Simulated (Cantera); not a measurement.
## Sublimation and decomposition of ceramics: BN + N₂

A closed system holds: 1 mol BN, 0.045 mol N₂, held at 2648.15 K.

Cantera equilibrium calculation (NASA polynomials, part measured and part estimated; ideal gas, pure solids and liquids). Candidate condensed phases: B, BN; 5 gas species. Rates play no part.

From 1.00 Pa to 10.0 Pa nothing is condensed. From 1.00 mbar to 0.100 bar the condensed part is B(l). From 1.00 bar to 10.0 bar the condensed part is BN(s). The main B-bearing gas is B throughout.

```json
[
 {"P (Pa)": "1", "log p N₂": "-5.45", "log p B": "-5.19", "log p BN": "-8.43", "log p N": "-8.70", "log p B₂": "-10.38", "n B(l)": "0", "n BN(s)": "0"},
 {"P (Pa)": "10", "log p N₂": "-4.45", "log p B": "-4.19", "log p BN": "-6.93", "log p N": "-8.20", "log p B₂": "-8.38", "n B(l)": "0", "n BN(s)": "0"},
 {"P (Pa)": "100", "log p N₂": "-3.18", "log p B": "-3.48", "log p BN": "-5.59", "log p N": "-7.56", "log p B₂": "-6.96", "n B(l)": "0.728", "n BN(s)": "0"},
 {"P (Pa)": "1000", "log p N₂": "-2.02", "log p B": "-3.48", "log p BN": "-5.01", "log p N": "-6.98", "log p B₂": "-6.96", "n B(l)": "0.981", "n BN(s)": "0"},
 {"P (Pa)": "10000", "log p N₂": "-1.00", "log p B": "-3.48", "log p BN": "-4.50", "log p N": "-6.47", "log p B₂": "-6.96", "n B(l)": "0.998", "n BN(s)": "0"},
 {"P (Pa)": "100000", "log p N₂": "0.00", "log p B": "-3.73", "log p BN": "-4.25", "log p N": "-5.97", "log p B₂": "-7.47", "n B(l)": "0", "n BN(s)": "1.000"},
 {"P (Pa)": "1000000", "log p N₂": "1.00", "log p B": "-4.24", "log p BN": "-4.25", "log p N": "-5.47", "log p B₂": "-8.47", "n B(l)": "0", "n BN(s)": "1.000"}
]
```
log p: log10 of the partial pressure in bar; n: condensed amount in mol.
